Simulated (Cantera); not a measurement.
Charge: 1 mol PH₃, 4.4 mol O₂, at 2725 °C and 13300 Pa.

These are equilibrium values from Cantera (NASA tables, ideal gas, pure condensed phases), not measurements of a reactor. Candidate condensed phases: H₂O, P, P₄O₁₀; 17 gas species. Gases not in the tables: HPO₂, HPO₃ and P₄O₆. Equilibrium is a limit: real reactors are often held back by kinetics, nucleation or transport.

Base state: O₂ 0.342, O 0.180, PO₂ 0.122, H₂O 0.120, OH 0.108, H 0.0681, PO 0.0334, H₂ 0.0251 (mole fractions); condensed: gas only.

What changes in the equilibrium state with this change: pressure from 13300 Pa to 850000 Pa?


```csv
species,before,after
O₂,0.342,0.474
H₂O,0.120,0.244
PO₂,0.122,0.182
O,0.180,0.0266
H,0.0681,0.00396
PO,0.0334,0.00527
H₂,0.0251,0.00540
OH,0.108,0.0592
P,4.18e-5,7.02e-7
HO₂,4.05e-5,0.000208
```
